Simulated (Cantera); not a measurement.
A perfectly stirred reactor is fed with 30.3 % CH4, 69.7 % N2, at 25.0 Pa; it is held at 1998 K, and followed from long to short residence time.

Detailed kinetics in Cantera: GRI-Mech 3.0 (53 species, 325 reactions). GRI-Mech 3.0 stops at C3 and has no aromatics, soot or wall deposition, so with more carbon than oxygen in the feed, carbon stays in small species such as C2H2 where larger ones or solid carbon would form. Radical loss at walls, strong at low pressure, is not modelled.

x: mole fraction; the columns are a selection and need not sum to one.

```csv
τ (s),x CH4,x C2H2,x H,x CH3,x HCN
3.2,0.0476,0.0948,0.00154,0.00474,?
1.4,0.0771,0.0815,0.00122,0.00671,?
0.60,0.122,0.0609,0.000860,0.00898,?
0.26,0.186,0.0330,0.000467,0.0105,?
0.11,0.259,0.00739,0.000144,0.00895,?
0.049,0.292,0.000605,3.81e-5,0.00515,?
0.021,0.300,2.48e-5,1.71e-5,0.00233,2.72e-10
0.0091,0.302,8.79e-7,1.34e-5,0.00101,3.02e-11
0.0039,0.303,2.62e-8,1.24e-5,0.000430,3.67e-12
0.0017,0.303,7.10e-10,1.15e-5,0.000182,<1e-12
```

Question: What belongs in the gaps?

Answer: 
- 3.2, x HCN: 2.55e-5
- 1.4, x HCN: 1.04e-5
- 0.60, x HCN: 3.58e-6
- 0.26, x HCN: 8.28e-7
- 0.11, x HCN: 7.12e-8
- 0.049, x HCN: 3.66e-9
